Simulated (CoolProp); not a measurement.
A single-stage vapour-compression cycle with the fluid: evaporating at 324.15 K (dew point), condensing at 372.15 K (bubble point), superheat 10 K, subcooling 2 K, compressor efficiency 0.75, no pressure losses. The same conditions are run with several fluids, on thermodynamics alone (safety and materials aside).

Computed with CoolProp (reference Helmholtz-energy equation of state of each fluid (propyne: Polt 1992; R113: Marx 1992; sulfur dioxide: Gao 2016; R11: Jacobsen 1992; n-butane: Bücker 2006; R1233zd(E): Akasaka 2022)). The equations of Platzer and Polt are older, rougher fits.

Task: Rank propyne, R113, sulfur dioxide, R11, n-butane, R1233zd(E) by cooling COP, highest first.

Result: R11 (4.27), R113 (4.14), sulfur dioxide (4.03), R1233zd(E) (3.97), n-butane (3.76), propyne (3.70)

```json
[
 {"fluid": "propyne", "pressure ratio": "2.82", "discharge temperature (K)": "401.1", "refrigerating effect (kJ/kg)": "305", "volumetric capacity (kJ/m³)": "6040"},
 {"fluid": "R113", "pressure ratio": "3.76", "discharge temperature (K)": "376.1", "refrigerating effect (kJ/kg)": "105", "volumetric capacity (kJ/m³)": "839"},
 {"fluid": "sulfur dioxide", "pressure ratio": "3.15", "discharge temperature (K)": "443.7", "refrigerating effect (kJ/kg)": "266", "volumetric capacity (kJ/m³)": "5910"},
 {"fluid": "R11", "pressure ratio": "3.32", "discharge temperature (K)": "393.5", "refrigerating effect (kJ/kg)": "134", "volumetric capacity (kJ/m³)": "1710"},
 {"fluid": "n-butane", "pressure ratio": "2.94", "discharge temperature (K)": "378.9", "refrigerating effect (kJ/kg)": "224", "volumetric capacity (kJ/m³)": "2680"},
 {"fluid": "R1233zd(E)", "pressure ratio": "3.37", "discharge temperature (K)": "382.2", "refrigerating effect (kJ/kg)": "125", "volumetric capacity (kJ/m³)": "1940"}
]
```
